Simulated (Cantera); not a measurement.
Equilibrium for silicon nitride deposition: SiCl₄ + N₂ + H₂

Feed: 1 mol SiCl₄, 0.21 mol N₂, 14 mol H₂, held at 7.50 Torr.

Cantera equilibrium calculation (NASA polynomials, part measured and part estimated; ideal gas, pure solids and liquids). Candidate condensed phases: NH₄Cl, Si, Si₃N₄; 28 gas species. N₂ is the only nitrogen source here; it is nearly inert below about 1500 K, so the nitride shown seldom forms there in practice. The tables' values for SiCl₃, SiCl, SiN are old estimates; treat these amounts as uncertain. Gases not in the tables: Si₂H₆ and higher silanes. Rates play no part.

From 850 °C to 1150 °C the condensed part is Si₃N₄(s). From 1300 °C to 1450 °C nothing is condensed. At 1600 °C the condensed part is Si(l). At 1750 °C nothing is condensed. The main Si-bearing gas is SiCl₄ at 850 °C and SiCl₂ at 1750 °C.

```tsv
T (°C)	x H₂	x HCl	x SiCl₂	x SiCl₄	x H	x N₂	n Si₃N₄(s)	n Si(l)
850	0.856	0.0999	0.00494	0.0313	3.94e-7	2.47e-6	0.105	0
1000	0.815	0.141	0.0269	0.00859	6.44e-6	8.66e-5	0.104	0
1150	0.799	0.151	0.0427	0.000852	5.94e-5	0.00274	0.0831	0
1300	0.803	0.122	0.0602	7.44e-5	0.000364	0.0130	0	0
1450	0.801	0.123	0.0607	1.11e-5	0.00163	0.0129	0	0
1600	0.793	0.128	0.0577	2.32e-6	0.00575	0.0129	0	0.0264
1750	0.774	0.134	0.0522	6.00e-7	0.0167	0.0127	0	0
```
x: gas mole fraction; n: condensed amount in mol.
